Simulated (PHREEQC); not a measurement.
# Alkaline etch or developer

Consider water at 25 °C with 1.2 mmol/kgw LiOH and 0.039 mmol/kgw K2CO3. Closed to the air; pH follows from the charge balance.

All values are PHREEQC results (ion-association model, phreeqc.dat), not measurements.

This is a speciation only: nothing precipitates in the calculation.

Q: Estimate the pH, specific conductance.

A: pH 11.06; specific conductance 287 µS/cm.

Q: In which forms is C present?

A: CO3-2 86 %, HCO3- 14 % of the C.

Complexes and solids missing from the database can't appear.
